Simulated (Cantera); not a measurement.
Source: NASA polynomial tables (part measured, part estimated), evaluated in Cantera. Values are per mole of reaction as written; species without (g) are pure solids or liquids, kept so even where they would boil at 1 bar.

Between 2250 and 2475 K, where is each reaction favourable under standard conditions?
- 3 C₂H₆(g) → 4 CH₄(g) + C₂H₂(g)
- 2 C₃H₈(g) → 10 H(g) + 3 C₂H₂(g)
- 2 CH₃(g) → H₂(g) + C₂H₄(g)


- 3 C₂H₆(g) → 4 CH₄(g) + C₂H₂(g): ΔG° is -417 kJ at 2250 K and -477 kJ at 2475 K; it stays negative (K > 1). ΔH° is 190 kJ and ΔS° 270 J/K at 2475 K.
- 2 C₃H₈(g) → 10 H(g) + 3 C₂H₂(g): ΔG° is 52 kJ at 2250 K and -261 kJ at 2475 K; it changes sign between 2275 and 2300 K. ΔH° is 3187 kJ and ΔS° 1393 J/K at 2475 K.
- 2 CH₃(g) → H₂(g) + C₂H₄(g): ΔG° is -162 kJ at 2250 K and -155 kJ at 2475 K; it stays negative (K > 1). ΔH° is -230 kJ and ΔS° -30 J/K at 2475 K.
